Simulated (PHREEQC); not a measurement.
## Reverse-osmosis reject: speciation

A made-up water analysis in mg/kgw, 25 °C, pH 6.22:

```csv
constituent,mg/kgw
Na,4650
K,1050
Ca,296
Mg,1200
Cl,10800
S(6) as SO4,2280
Alkalinity as HCO3,0.453
Br,86.7
```

Cl is adjusted to close the charge balance.
Valence states are taken as typed.

Model: Pitzer model, pitzer.dat, run in PHREEQC.

This is a speciation only: nothing precipitates in the calculation.

**Question.** Estimate the activity of water, specific conductance, osmotic coefficient.

**Answer.** activity of water 0.990; specific conductance 30400 µS/cm; osmotic coefficient 0.884.

**Question.** In which forms is C present?

**Answer.** HCO3- 55 %, CO2 45 % of the C.
